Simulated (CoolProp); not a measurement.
Vapour-liquid equilibrium of CHF3 (R23) (1) + R13 (2) at 225 K; x and y are mole fractions of (1).

The numbers come from the multi-fluid Helmholtz-energy mixture model, Penoncello 2003 and Platzer 1990; pair parameters Bell 2016 in CoolProp. This equation is an older, rougher fit; its heat capacities, sound speeds and derivatives of the liquid may be far off and weren't checked against measurements.

| x | bubble pressure, mixture model (MPa) | bubble pressure, Raoult's law (MPa) | y, mixture model | y, Raoult's law |
|---|---|---|---|---|
| 0.05 | 0.4907 | 0.4524 | 0.118 | 0.057 |
| 0.2 | 0.5714 | 0.4624 | 0.326 | 0.223 |
| 0.35 | 0.6110 | 0.4725 | 0.443 | 0.382 |
| 0.5 | 0.6273 | 0.4826 | 0.531 | 0.535 |
| 0.65 | 0.6265 | 0.4926 | 0.616 | 0.681 |
| 0.8 | 0.6053 | 0.5027 | 0.724 | 0.821 |
| 0.95 | 0.5483 | 0.5127 | 0.904 | 0.956 |

The largest gap from Raoult's law is +30.0 % in bubble pressure, at x = 0.5. y crosses x between x = 0.5 and 0.65: the model has an azeotrope there.

The pair parameters rest on a limited set of measurements; away from them the model extrapolates.
